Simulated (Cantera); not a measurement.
Input (Python, Cantera):

```python
import numpy as np
import cantera as ct

gas = ct.Solution("gri30.yaml")
gas.TPX = 1073, 590000, {'CO': 0.0028, 'O2': 0.002, 'H2O': 0.004, 'N2': 1, 'H2': 0.063}
inlet = ct.Reservoir(gas, clone=True)

reactor = ct.IdealGasConstPressureReactor(gas, energy="off", clone=False)
exhaust = ct.Reservoir(gas, clone=True)
tau = [20, 6.2, 2, 0.61, 0.19, 0.06, 0.019, 0.0058, 0.0018, 0.00057][0]
for a, b in ((inlet, reactor), (reactor, exhaust)):
    ct.MassFlowController(a, b, mdot=lambda t: reactor.mass / tau)
net = ct.ReactorNet([reactor])
show = ['CO', 'O2', 'H2O', 'NO', 'OH', 'H2O2']

rows = []
print(f"{'tau/s':>10s}{'T/K':>9s}" + "".join(f"{s:>11s}" for s in show))
for tau in [20, 6.2, 2, 0.61, 0.19, 0.06, 0.019, 0.0058, 0.0018, 0.00057]:
    net.initial_time = 0.0
    net.advance(30 * tau)
    before = gas.X
    net.advance(40 * tau)
    drift = np.max(np.abs(gas.X - before) / (gas.X + 1e-9))
    rows.append([gas.T, *gas[show].X, drift])
    print(f"{tau:10.3e}{gas.T:9.1f}" + "".join(f"{x:11.3e}" for x in gas[show].X))
```

Result:

```
     tau/s      T/K         CO         O2        H2O         NO         OH       H2O2
 2.000e+01   1073.0  2.382e-03  4.094e-06  7.235e-03  1.785e-13  5.360e-10  2.890e-09
 6.200e+00   1073.0  2.438e-03  9.797e-06  7.279e-03  4.204e-13  7.855e-10  6.986e-09
 2.000e+00   1073.0  2.488e-03  2.389e-05  7.300e-03  1.020e-12  1.173e-09  1.707e-08
 6.100e-01   1073.0  2.523e-03  6.441e-05  7.254e-03  2.633e-12  1.992e-09  4.665e-08
 1.900e-01   1073.0  2.543e-03  1.746e-04  7.053e-03  5.971e-12  3.991e-09  1.335e-07
 6.000e-02   1073.0  2.561e-03  4.338e-04  6.548e-03  9.855e-12  8.746e-09  3.741e-07
 1.900e-02   1073.0  2.580e-03  8.821e-04  5.664e-03  1.037e-11  1.728e-08  8.935e-07
 5.800e-03   1073.0  2.597e-03  1.393e-03  4.652e-03  5.977e-12  2.575e-08  1.573e-06
 1.800e-03   1073.0  2.607e-03  1.726e-03  3.994e-03  1.407e-12  2.314e-08  1.796e-06
 5.700e-04   1073.0  2.612e-03  1.857e-03  3.743e-03  1.165e-14  2.994e-09  5.536e-07
```

Model: GRI-Mech 3.0 (53 species, 325 reactions), integrated in Cantera. The hydrogen kinetics of GRI-Mech 3.0 are dated; newer H2 mechanisms differ, most at raised pressure.
